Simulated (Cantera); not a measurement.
## Titanium nitride, carbide and oxide coatings: TiCl4 + O2

Charge: 1 mol TiCl4, 0.26 mol O2, at 0.0150 bar.

Method: chemical equilibrium by Gibbs-energy minimisation in Cantera with the NASA 1993 tables (ideal gas, pure condensed phases). Candidate condensed phases: Ti, TiCl2, TiCl3, TiCl4, TiO, TiO2, Ti2O3, Ti3O5, Ti4O7; 15 gas species. Condensed phases not in the tables: TiOCl. Rates play no part.

From 675 K to 1575 K the condensed part is TiO2(rutile). The main Ti-bearing gas is TiCl4 throughout.

```tsv
T (K)	log p TiCl4	log p Cl2	log p Cl	log p TiCl3	log p TiOCl2	n TiO2(rutile)
675	-2.06	-2.21	-7.62	<-13	<-13	0.260
775	-2.06	-2.21	-6.39	-12.27	<-13	0.260
875	-2.06	-2.21	-5.44	-10.56	-13.39	0.260
975	-2.06	-2.21	-4.68	-9.20	-11.53	0.260
1075	-2.06	-2.21	-4.06	-8.10	-10.02	0.260
1175	-2.06	-2.22	-3.55	-7.18	-8.77	0.260
1275	-2.07	-2.25	-3.13	-6.41	-7.73	0.260
1375	-2.08	-2.30	-2.78	-5.74	-6.84	0.260
1475	-2.10	-2.40	-2.51	-5.14	-6.08	0.260
1575	-2.13	-2.57	-2.31	-4.60	-5.43	0.260
```
log p: log10 of the partial pressure in bar; n: condensed amount in mol.
